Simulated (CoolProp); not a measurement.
Vapour-liquid equilibrium of dimethyl carbonate (1) + n-nonane (2) at 409.1 K; x and y are mole fractions of (1).

Values from CoolProp's multi-fluid Helmholtz-energy mixture model, Zhou 2011 and Lemmon 2006; pair parameters Bell 2016.

```json
[
 {"x": "0.05", "bubble pressure (kPa)": "103.7", "y at the bubble point": "0.371", "dew pressure at overall composition x (kPa)": "70.67", "liquid density (mol/L)": "4.980"},
 {"x": "0.15", "bubble pressure (kPa)": "168.4", "y at the bubble point": "0.640", "dew pressure at overall composition x (kPa)": "78.52", "liquid density (mol/L)": "5.253"},
 {"x": "0.25", "bubble pressure (kPa)": "219.2", "y at the bubble point": "0.743", "dew pressure at overall composition x (kPa)": "88.26", "liquid density (mol/L)": "5.556"},
 {"x": "0.35", "bubble pressure (kPa)": "256.4", "y at the bubble point": "0.796", "dew pressure at overall composition x (kPa)": "100.7", "liquid density (mol/L)": "5.896"},
 {"x": "0.45", "bubble pressure (kPa)": "282.8", "y at the bubble point": "0.829", "dew pressure at overall composition x (kPa)": "117.1", "liquid density (mol/L)": "6.283"},
 {"x": "0.55", "bubble pressure (kPa)": "301.9", "y at the bubble point": "0.852", "dew pressure at overall composition x (kPa)": "139.6", "liquid density (mol/L)": "6.731"},
 {"x": "0.65", "bubble pressure (kPa)": "316.8", "y at the bubble point": "0.872", "dew pressure at overall composition x (kPa)": "172.5", "liquid density (mol/L)": "7.254"},
 {"x": "0.75", "bubble pressure (kPa)": "330.2", "y at the bubble point": "0.893", "dew pressure at overall composition x (kPa)": "223.5", "liquid density (mol/L)": "7.875"},
 {"x": "0.85", "bubble pressure (kPa)": "343.2", "y at the bubble point": "0.922", "dew pressure at overall composition x (kPa)": "300.4", "liquid density (mol/L)": "8.620"},
 {"x": "0.95", "bubble pressure (kPa)": "355.8", "y at the bubble point": "0.967", "dew pressure at overall composition x (kPa)": "352.0", "liquid density (mol/L)": "9.525"}
]
```

No azeotrope shows between x = 0.05 and 0.95.

The pair parameters rest on a limited set of measurements; away from them the model extrapolates. With so large a gap from Raoult's law the liquid may split in two, which this calculation doesn't test in full.
